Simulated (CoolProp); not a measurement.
Vapour-liquid equilibrium of CHF3 (R23) (1) + R134a (2) at -82.35 °C; x and y are mole fractions of (1).

Model: multi-fluid Helmholtz-energy mixture model, Penoncello 2003 and Tillner-Roth 1994; pair parameters Bell 2016, in CoolProp.

| x | bubble pressure (bar) | y at the bubble point | dew pressure at overall composition x (bar) | liquid density (mol/L) |
|---|---|---|---|---|
| 0.05 | 0.07650 | 0.623 | 0.03170 | 15.28 |
| 0.125 | 0.1453 | 0.816 | 0.03433 | 15.63 |
| 0.2 | 0.2138 | 0.885 | 0.03744 | 15.99 |
| 0.275 | … | 0.920 | 0.04117 | 16.37 |
| 0.35 | 0.3524 | 0.942 | … | 16.75 |
| 0.425 | 0.4231 | 0.957 | 0.05139 | … |
| 0.5 | 0.4949 | 0.968 | 0.05867 | 17.57 |
| 0.575 | … | 0.976 | 0.06835 | 18.00 |
| 0.65 | 0.6418 | 0.983 | 0.08185 | … |
| 0.725 | 0.7166 | 0.988 | 0.1020 | 18.89 |
| 0.8 | … | 0.992 | 0.1352 | 19.36 |
| 0.875 | 0.8677 | 0.995 | 0.2005 | 19.84 |
| 0.95 | 0.9435 | 0.998 | 0.3856 | 20.33 |

Fill in the missing entries.


- 0.275, bubble pressure (bar): 0.2827
- 0.35, dew pressure at overall composition x (bar): 0.04571
- 0.425, liquid density (mol/L): 17.15
- 0.575, bubble pressure (bar): 0.5678
- 0.65, liquid density (mol/L): 18.44
- 0.8, bubble pressure (bar): 0.7920

No azeotrope shows between x = 0.05 and 0.95.

The pair parameters rest on a limited set of measurements; away from them the model extrapolates.
